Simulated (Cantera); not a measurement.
Charge: 1 mol borazine, 100 mol H2, at 2023 K and 1330 Pa.

Method: chemical equilibrium by Gibbs-energy minimisation in Cantera with the NASA 1993 tables (ideal gas, pure condensed phases). Candidate condensed phases: B, BN; 15 gas species. The feed counts by its element totals alone. Mutual solubility and eutectic melting of coexisting phases are not modelled. The tables' values for BH2 are old estimates; treat these amounts as uncertain. Kinetics and transport are ignored.

Base state: H2 0.971, H 0.0162, N2 0.0124, BH2 0.000518, B 1.46e-5 (mole fractions); condensed: B(s) + BN(s).

**Question.** What changes in the equilibrium state with this change: temperature from 2023 K to 1600 K?

**Answer.** 
| species | before | after |
|---|---|---|
| H2 | 0.971 | 1.000 |
| H | 0.0162 | 0.000471 |
| BH2 | 0.000518 | 1.86e-5 |
| N2 | 0.0124 | 9.72e-6 |
| B | 1.46e-5 | 1.69e-9 |
| B(s), mol | 2.55 | 0 |
| BN(s), mol | 0.393 | 3.00 |
